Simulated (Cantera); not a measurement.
**Equilibrium for chlorosilane synthesis and conversion: Si + H2 + HCl**

Feed: 1 mol Si, 1.5 mol H2, 0.89 mol HCl, equilibrated at 4.60 bar.

Cantera equilibrium calculation (NASA polynomials, part measured and part estimated; ideal gas, pure solids and liquids). Candidate condensed phases: Si; 19 gas species. The tables' values for SiCl3 are old estimates; treat these amounts as uncertain. The numbers say what is thermodynamically allowed, not how fast it happens.

| T (°C) | log p H2 | log p SiCl4 | log p SiHCl3 | log p HCl | log p SiH2Cl2 | log p SiCl3 | n Si(s) |
|---|---|---|---|---|---|---|---|
| 577 | 0.61 | -0.57 | -0.58 | -2.16 | -1.65 | -3.63 | 0.743 |
| 627 | 0.61 | -0.57 | -0.59 | -1.92 | -1.64 | -3.27 | 0.744 |
| 677 | 0.61 | -0.56 | -0.60 | -1.70 | -1.63 | -2.95 | 0.745 |
| 727 | 0.60 | -0.57 | -0.61 | -1.51 | -1.62 | -2.67 | 0.746 |
| 777 | 0.60 | -0.57 | -0.62 | -1.33 | -1.61 | -2.41 | 0.748 |
| 827 | 0.60 | -0.58 | -0.63 | -1.18 | -1.60 | -2.18 | 0.751 |
| 877 | 0.60 | -0.59 | -0.64 | -1.03 | -1.60 | -1.98 | 0.753 |
| 927 | 0.60 | -0.60 | -0.66 | -0.91 | -1.60 | -1.79 | 0.756 |
| 977 | 0.59 | -0.62 | -0.68 | -0.79 | -1.61 | -1.63 | 0.759 |
log p: log10 of the partial pressure in bar; n: condensed amount in mol.

From 577 °C to 977 °C the condensed part is Si(s). The main Si-bearing gas is SiCl4 throughout. The share of Si in condensed phases is highest at 977 °C (75.9 %) and lowest at 577 °C (74.3 %).
